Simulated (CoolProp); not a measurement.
Saturation properties of R245fa.

The numbers come from the reference Helmholtz-energy equation of state, Akasaka 2015 in CoolProp.

```json
[
 {"T (°C)": "58.95", "p (kPa)": "448.8", "vapour density (kg/m³)": "24.70", "enthalpy of vaporisation (kJ/kg)": "169.9", "surface tension (mN/m)": "9.38", "liquid viscosity (µPa s)": "267", "vapour viscosity (µPa s)": "13.3"},
 {"T (°C)": "62.05", "p (kPa)": "490.1", "vapour density (kg/m³)": "26.95", "enthalpy of vaporisation (kJ/kg)": "167.7", "surface tension (mN/m)": "9.01", "liquid viscosity (µPa s)": "258", "vapour viscosity (µPa s)": "13.4"},
 {"T (°C)": "65.15", "p (kPa)": "534.3", "vapour density (kg/m³)": "29.37", "enthalpy of vaporisation (kJ/kg)": "165.4", "surface tension (mN/m)": "8.64", "liquid viscosity (µPa s)": "249", "vapour viscosity (µPa s)": "13.6"},
 {"T (°C)": "68.25", "p (kPa)": "581.4", "vapour density (kg/m³)": "31.97", "enthalpy of vaporisation (kJ/kg)": "163.1", "surface tension (mN/m)": "8.27", "liquid viscosity (µPa s)": "240", "vapour viscosity (µPa s)": "13.7"},
 {"T (°C)": "71.35", "p (kPa)": "631.6", "vapour density (kg/m³)": "34.75", "enthalpy of vaporisation (kJ/kg)": "160.8", "surface tension (mN/m)": "7.90", "liquid viscosity (µPa s)": "232", "vapour viscosity (µPa s)": "13.9"},
 {"T (°C)": "74.45", "p (kPa)": "685.0", "vapour density (kg/m³)": "37.74", "enthalpy of vaporisation (kJ/kg)": "158.4", "surface tension (mN/m)": "7.53", "liquid viscosity (µPa s)": "224", "vapour viscosity (µPa s)": "14.0"},
 {"T (°C)": "77.55", "p (kPa)": "741.7", "vapour density (kg/m³)": "40.95", "enthalpy of vaporisation (kJ/kg)": "155.9", "surface tension (mN/m)": "7.17", "liquid viscosity (µPa s)": "216", "vapour viscosity (µPa s)": "14.2"},
 {"T (°C)": "80.65", "p (kPa)": "801.9", "vapour density (kg/m³)": "44.39", "enthalpy of vaporisation (kJ/kg)": "153.3", "surface tension (mN/m)": "6.82", "liquid viscosity (µPa s)": "208", "vapour viscosity (µPa s)": "14.4"},
 {"T (°C)": "83.75", "p (kPa)": "865.7", "vapour density (kg/m³)": "48.08", "enthalpy of vaporisation (kJ/kg)": "150.7", "surface tension (mN/m)": "6.46", "liquid viscosity (µPa s)": "201", "vapour viscosity (µPa s)": "14.5"},
 {"T (°C)": "86.85", "p (kPa)": "933.3", "vapour density (kg/m³)": "52.03", "enthalpy of vaporisation (kJ/kg)": "148.0", "surface tension (mN/m)": "6.11", "liquid viscosity (µPa s)": "194", "vapour viscosity (µPa s)": "14.7"},
 {"T (°C)": "89.95", "p (kPa)": "1005", "vapour density (kg/m³)": "56.28", "enthalpy of vaporisation (kJ/kg)": "145.2", "surface tension (mN/m)": "5.76", "liquid viscosity (µPa s)": "187", "vapour viscosity (µPa s)": "14.9"},
 {"T (°C)": "93.05", "p (kPa)": "1080", "vapour density (kg/m³)": "60.85", "enthalpy of vaporisation (kJ/kg)": "142.4", "surface tension (mN/m)": "5.41", "liquid viscosity (µPa s)": "180", "vapour viscosity (µPa s)": "15.1"}
]
```

It boils at 15.0 °C under 1 atm.

Viscosity comes from a separate model (Bell 2016), an estimate that may be off by 10 % or more. Surface tension comes from a separate correlation (Mulero 2012).
